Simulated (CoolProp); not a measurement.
Hexamethyldisiloxane (MM) along the isobar 10900 kPa: density (kg/m³) from the reference equation and from simpler models built on Tc = 245.6 °C, pc = 1931 kPa, ω = 0.418; each cubic takes its own stable root.

Values from CoolProp's reference Helmholtz-energy equation of state, Thol 2016.

| T (°C) | phase | reference | van der Waals | Redlich-Kwong | Soave-Redlich-Kwong | Peng-Robinson |
|---|---|---|---|---|---|---|
| -10.45 | liquid | 808.7 | 502.8 | 726.8 | 746.7 | 836.5 |
| 9.75 | liquid | 789.6 | 496.1 | 713.7 | 734.9 | 823.8 |
| 30.05 | liquid | 770.5 | 489.2 | 699.9 | 722.3 | 810.1 |
| 50.25 | liquid | 751.3 | 482.3 | 685.7 | 708.8 | 795.3 |
| 70.45 | liquid | 731.9 | 475.3 | 671.0 | 694.5 | 779.5 |
| 90.75 | liquid | 712.3 | 468.1 | 655.8 | 679.0 | 762.4 |
| 110.95 | liquid | 692.4 | 460.8 | 640.2 | 662.7 | 744.0 |
| 131.25 | liquid | 672.2 | 453.4 | 624.0 | 645.2 | 724.3 |
